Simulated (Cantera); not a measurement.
A perfectly stirred reactor is fed with 8.46 % CH4, 19.2 % O2, 72.3 % N2, equivalence ratio 0.88, at 500000 Pa; it is adiabatic with a 648 K inlet, and is followed from long to short residence time, starting on the burning branch (τ in s: 0.15, 0.07, 0.033, 0.015, 0.0073, 0.0034, 0.0016, 0.00075, 0.00035, 0.00017, 7.8e-05, 3.7e-05, 1.7e-05).

Computed with Cantera and GRI-Mech 3.0 (53 species, 325 reactions).

Problem. Predict: blow-out, bracketed by the residence times tried; x(CH4) at τ = 0.150 s; x(O2) at τ = 0.150 s; x(H) at τ = 0.150 s; x(CH2O) at τ = 0.150 s; x(HCN) at τ = 0.150 s; x(CH4) at τ = 1.60 ms; x(O2) at τ = 1.60 ms; x(H) at τ = 1.60 ms; x(CH2O) at τ = 1.60 ms; x(HCN) at τ = 1.60 ms.

Solution. 
| Item | Result |
|---|---|
| blow-out, bracketed by the residence times tried | burning at 17.0 µs, the shortest tried |
| x(CH4) at τ = 0.150 s | 4.02e-7 |
| x(O2) at τ = 0.150 s | 0.0219 |
| x(H) at τ = 0.150 s | 0.000200 |
| x(CH2O) at τ = 0.150 s | 7.16e-8 |
| x(HCN) at τ = 0.150 s | 7.66e-8 |
| x(CH4) at τ = 1.60 ms | 2.71e-5 |
| x(O2) at τ = 1.60 ms | 0.0252 |
| x(H) at τ = 1.60 ms | 0.000424 |
| x(CH2O) at τ = 1.60 ms | 4.98e-6 |
| x(HCN) at τ = 1.60 ms | 6.60e-7 |
